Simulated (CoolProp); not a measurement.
Vapour-liquid equilibrium of n-heptane (1) + p-xylene (2) at 136 kPa; x and y are mole fractions of (1).

Values from CoolProp's multi-fluid Helmholtz-energy mixture model, Span 2003 and Zhou 2012; pair parameters Bell 2016.

| x | bubble temperature, mixture model (°C) | bubble temperature, Raoult's law (°C) | y, mixture model | y, Raoult's law |
|---|---|---|---|---|
| 0.05 | 145.4 | 146.4 | 0.142 | 0.127 |
| 0.125 | 139.8 | 141.8 | 0.308 | 0.286 |
| 0.2 | 135.2 | 137.6 | … | 0.415 |
| 0.275 | 131.3 | 133.8 | … | 0.522 |
| 0.35 | … | 130.3 | 0.613 | 0.611 |
| 0.425 | 124.9 | 127.1 | 0.679 | 0.686 |
| 0.5 | 122.2 | 124.1 | … | 0.749 |
| 0.575 | 119.8 | 121.3 | 0.787 | 0.803 |
| 0.65 | 117.5 | 118.8 | 0.831 | 0.850 |
| 0.725 | 115.4 | 116.4 | 0.872 | 0.890 |
| 0.8 | 113.5 | 114.1 | … | 0.926 |
| 0.875 | 111.6 | 112.0 | 0.945 | 0.956 |
| 0.95 | 109.9 | 110.0 | … | 0.984 |

Fill in the missing entries.


- 0.2, y, mixture model: 0.434
- 0.275, y, mixture model: 0.533
- 0.35, bubble temperature, mixture model (°C): 127.9
- 0.5, y, mixture model: 0.737
- 0.8, y, mixture model: 0.910
- 0.95, y, mixture model: 0.978

The largest gap from Raoult's law is -2.5 K in bubble temperature, at x = 0.275. No azeotrope shows between x = 0.05 and 0.95.

The pair parameters rest on a limited set of measurements; away from them the model extrapolates.
